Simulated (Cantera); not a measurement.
A Cantera script and what it prints.

```python
import numpy as np
import cantera as ct

gas_names = """
    N N2 Pb Pb2
""".split()
cond_names = """
    Pb(cr) Pb(L)
""".split()


# ... load() reads the species with a 1 bar reference pressure and builds the phases ...
atoms = {
    'Pb': {'Pb': 1},
    'N2': {'N': 2},
}
top_T = {}  # K; cautious upper limits of use, not melting points


# ... equilibrate(T, P, feed) seeds the gas with the atoms and calls Mixture.equilibrate('TP', solver="vcs", rtol=1e-11, max_steps=5000) ...
results = []
feed = {'Pb': 1, 'N2': 0.29}  # mol
P = 420  # Pa
for T in [750, 850, 950, 1050, 1150, 1250, 1350, 1450, 1550]:
    mix = equilibrate(T, P, feed)
    results.append((T, P, feed, dict(zip(mix.species_names, mix.species_moles))))

top = {s: max(r[3][s] / sum(r[3][g] for g in gas_names) for r in results) for s in gas_names}
cols = sorted((s for s in top if top[s] > 1e-06), key=lambda s: -top[s])[:5]
seen = [c for c in cond_names if any(r[3].get(c, 0) > 1e-12 for r in results)]
print("log10 of partial pressures in bar; condensed amounts in mol")
print(f"{'T/K':>10s}" + "".join(f"{s[:9]:>10s}" for s in cols + seen))
for T, P, feed, n in results:
    ng = sum(n[g] for g in gas_names)
    print(f"{T:10.4g}" + "".join(f"{np.log10(max(n[s] / ng * P / 1e5, 1e-99)):10.3f}" for s in cols)
          + "".join(f"{n.get(c, 0):10.4g}" for c in seen))
```

It prints:

```
log10 of partial pressures in bar; condensed amounts in mol
       T/K        N2        Pb       Pb2     Pb(L)
       750    -2.377    -8.023   -15.717         1
       850    -2.377    -6.497   -13.153         1
       950    -2.377    -5.298   -11.143    0.9997
      1050    -2.382    -4.332    -9.526    0.9968
      1150    -2.408    -3.538    -8.198    0.9785
      1250    -2.543    -2.874    -7.090    0.8645
      1350    -3.025    -2.487    -6.506         0
      1450    -3.025    -2.487    -6.669         0
      1550    -3.025    -2.487    -6.812         0
```

These are equilibrium values from Cantera (NASA tables, ideal gas, pure condensed phases), not measurements of a reactor.
